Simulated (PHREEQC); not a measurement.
Solution (64 °C): 0.0041 mol/kgw Pb(NO3)2, 0.0061 mol/kgw Na2SO4 and 6.6e-05 mol/kgw HBr. Closed to the air; pH follows from the charge balance.

The numbers come from PHREEQC with the ion-association model, wateq4f.dat.

The ionic strength comes out as 0.0235 mol/kgw. What activity coefficients do NaSO4-, H+, SO4-2, PbNO3+, Br- get?

NaSO4- 0.86, H+ 0.87, SO4-2 0.54, PbNO3+ 0.85, Br- 0.85.

No solid was allowed to form. Saturation is exceeded, for instance for Anglesite, Larnakite; the values hold only as long as no solid forms. Complexes and solids missing from the database can't appear. Constants without temperature data keep their 25 °C values here.
